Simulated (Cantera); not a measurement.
A perfectly stirred reactor is fed with 1.96 % H₂, 98.0 % O₂, equivalence ratio 0.010, at 2.25 Torr; it is held at 1050 K, and followed from long to short residence time.

Detailed kinetics in Cantera: GRI-Mech 3.0 (53 species, 325 reactions). Radical loss at walls, strong at low pressure, is not modelled.

### Question
Predict: x(H₂) at τ = 5.20 s; x(O₂) at τ = 5.20 s; x(O) at τ = 5.20 s; x(H₂O) at τ = 5.20 s; x(H) at τ = 5.20 s; x(H₂) at τ = 0.230 s; x(O₂) at τ = 0.230 s; x(O) at τ = 0.230 s; x(H₂O) at τ = 0.230 s; x(H) at τ = 0.230 s.

### Answer
| Property | Value |
|---|---|
| x(H₂) at τ = 5.20 s | 0.000109 |
| x(O₂) at τ = 5.20 s | 0.976 |
| x(O) at τ = 5.20 s | 0.00339 |
| x(H₂O) at τ = 5.20 s | 0.0193 |
| x(H) at τ = 5.20 s | 0.000272 |
| x(H₂) at τ = 0.230 s | 0.000726 |
| x(O₂) at τ = 0.230 s | 0.968 |
| x(O) at τ = 0.230 s | 0.0104 |
| x(H₂O) at τ = 0.230 s | 0.0174 |
| x(H) at τ = 0.230 s | 0.00199 |
